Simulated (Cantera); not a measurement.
A diamond (100) surface in a fixed gas of H2 with x(CH4) = 0.0073, x(H) = 0.031, x(CH3) = 0.00011, at 1325 K; coverages are run to steady state.

Cantera simulation using the Harris–Goodwin 1993 mechanism for the reconstructed diamond (100) surface; the numbers are that mechanism's predictions, not measurements.

θ: site fractions in the mechanism's names (c6HH fully hydrogenated, c6H* and c6*H radical sites, c6** diradical, c6HM methylated).

| P (Pa) | growth (µm/h) | θ c6HH | θ c6H* | θ c6*H | θ c6** | θ c6HM |
|---|---|---|---|---|---|---|
| 440 | 0.0922 | 0.363 | 0.0520 | 0.533 | 0.0516 | 1.46e-5 |
| 760 | (withheld) | 0.363 | 0.0520 | 0.533 | 0.0516 | (withheld) |
| 1300 | (withheld) | 0.363 | 0.0521 | 0.533 | 0.0516 | (withheld) |
| 2200 | 0.766 | 0.363 | 0.0521 | 0.533 | 0.0516 | 6.88e-5 |
| 3800 | 1.69 | 0.363 | 0.0522 | 0.533 | 0.0517 | 0.000110 |
| 6500 | 3.77 | 0.363 | 0.0524 | 0.533 | 0.0517 | 0.000168 |
| 11000 | 8.23 | 0.363 | 0.0527 | 0.532 | 0.0518 | 0.000241 |
| 19000 | 18.0 | 0.363 | 0.0532 | 0.532 | 0.0519 | 0.000326 |

Problem. Fill in the missing entries.

Solution. 
- 760, growth (µm/h): 0.183
- 760, θ c6HM: 2.52e-5
- 1300, growth (µm/h): 0.370
- 1300, θ c6HM: 4.23e-5
